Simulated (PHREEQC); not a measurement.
Dissolve 0.073 mol HF and 0.00014 mol NH4F per kg of water at 25 °C. Closed to the air; pH follows from the charge balance.

The numbers come from PHREEQC with the ion-association model, wateq4f.dat.

No solid was allowed to form.

### Question
Order these F species by the share of F that they hold, largest first: HF2-, F-, H2F2, HF.

### Answer
HF (70 %), H2F2 (19 %), F- (8.0 %), HF2- (3.2 %)

The pH is 2.20 and the ionic strength 0.00703 mol/kgw. wateq4f.dat counts part of the HF as a dimer, H2F2, which phreeqc.dat doesn't know; its constant is uncertain.
